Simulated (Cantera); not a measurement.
Feed: 1 mol CH3Cl, 0.82 mol Si, 0.067 mol H2, equilibrated at 377 °C and 3.30 Pa.

Equilibrium computed with Cantera from the NASA thermochemical tables; the gas is ideal and each condensed phase is pure. Candidate condensed phases: C, C6H6, C7H8, C8H18, Si, SiC; 109 gas species. The numbers say what is thermodynamically allowed, not how fast it happens.

Base state: H2 0.836, SiCl4 0.127, HCl 0.0357, CH4 0.000600, SiHCl3 0.000242 (mole fractions); condensed: C(graphite) + SiC(s).

**Question.** What changes in the equilibrium state with this change: temperature from 377 °C to 925 °C?

**Answer.** 
| species | before | after |
|---|---|---|
| H2 | 0.836 | 0.519 |
| HCl | 0.0357 | 0.479 |
| SiCl2 | 2.98e-9 | 0.00174 |
| SiCl4 | 0.127 | 0.000188 |
| H | <1e-9 | 2.39e-5 |
| Cl | <1e-9 | 1.92e-5 |
| CH4 | 0.000600 | 1.42e-7 |
| C(graphite), mol | 0.413 | 0.184 |
| SiC(s), mol | 0.586 | 0.816 |
The tables' values for SiCl3 are old estimates; treat these amounts as uncertain.
